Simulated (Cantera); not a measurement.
Boron, boron nitride and boron oxide: BF3 + O2

Feed: 1 mol BF3, 0.068 mol O2, held at 218 Torr.

These are equilibrium values from Cantera (NASA tables, ideal gas, pure condensed phases), not measurements of a reactor. Candidate condensed phases: B, B2O3; 21 gas species. The tables' values for BF2 are old estimates; treat these amounts as uncertain. Rates play no part.

```json
[
 {"T (K)": "825", "x BF3": "0.936", "x O2": "0.0637", "x F": "5.15e-11", "x BOF": "<1e-12", "x O": "<1e-12"},
 {"T (K)": "925", "x BF3": "0.936", "x O2": "0.0637", "x F": "1.14e-9", "x BOF": "1.06e-11", "x O": "6.28e-12"},
 {"T (K)": "1025", "x BF3": "0.936", "x O2": "0.0637", "x F": "1.33e-8", "x BOF": "5.54e-10", "x O": "1.55e-10"},
 {"T (K)": "1125", "x BF3": "0.936", "x O2": "0.0637", "x F": "1.08e-7", "x BOF": "1.27e-8", "x O": "2.16e-9"},
 {"T (K)": "1225", "x BF3": "0.936", "x O2": "0.0637", "x F": "6.72e-7", "x BOF": "1.48e-7", "x O": "1.97e-8"},
 {"T (K)": "1325", "x BF3": "0.936", "x O2": "0.0637", "x F": "3.39e-6", "x BOF": "1.06e-6", "x O": "1.29e-7"},
 {"T (K)": "1425", "x BF3": "0.936", "x O2": "0.0637", "x F": "1.42e-5", "x BOF": "5.31e-6", "x O": "6.50e-7"},
 {"T (K)": "1525", "x BF3": "0.936", "x O2": "0.0637", "x F": "5.00e-5", "x BOF": "2.08e-5", "x O": "2.65e-6"},
 {"T (K)": "1625", "x BF3": "0.936", "x O2": "0.0636", "x F": "0.000153", "x BOF": "6.75e-5", "x O": "9.12e-6"},
 {"T (K)": "1725", "x BF3": "0.936", "x O2": "0.0635", "x F": "0.000413", "x BOF": "0.000189", "x O": "2.72e-5"},
 {"T (K)": "1825", "x BF3": "0.935", "x O2": "0.0633", "x F": "0.00100", "x BOF": "0.000470", "x O": "7.18e-5"},
 {"T (K)": "1925", "x BF3": "0.934", "x O2": "0.0629", "x F": "0.00222", "x BOF": "0.00106", "x O": "0.000171"},
 {"T (K)": "2025", "x BF3": "0.931", "x O2": "0.0621", "x F": "0.00456", "x BOF": "0.00219", "x O": "0.000374"},
 {"T (K)": "2125", "x BF3": "0.925", "x O2": "0.0606", "x F": "0.00871", "x BOF": "0.00422", "x O": "0.000755"}
]
```
x: gas mole fraction; nothing condenses.

From 825 K to 2125 K nothing is condensed. The main B-bearing gas is BF3 throughout.
